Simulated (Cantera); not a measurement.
## Pyrogenic steam for wet oxidation

A perfectly stirred reactor is fed with 16.5 % H2, 9.17 % O2, 74.3 % N2, at 135 Torr; it is held at 1298 K, and followed from long to short residence time.

Cantera simulation using the H2/O2 subset of GRI-Mech 3.0, which has no nitrogen chemistry; the numbers are that mechanism's predictions, not measurements. The temperature is held fixed by assumption; the heat of reaction is taken as removed at once.

```csv
τ (s),x H2,x O2,x H,x H2O,x OH
0.55,0.00158,0.0106,0.000404,0.178,0.000629
0.20,0.00285,0.0113,0.00101,0.176,0.000870
0.076,0.00479,0.0123,0.00233,0.173,0.00118
0.028,0.00771,0.0141,0.00513,0.167,0.00159
0.011,0.0114,0.0165,0.0100,0.160,0.00207
0.0039,0.0163,0.0203,0.0193,0.148,0.00270
0.0015,0.0217,0.0247,0.0319,0.134,0.00332
```
x: mole fraction; the columns are a selection and need not sum to one.
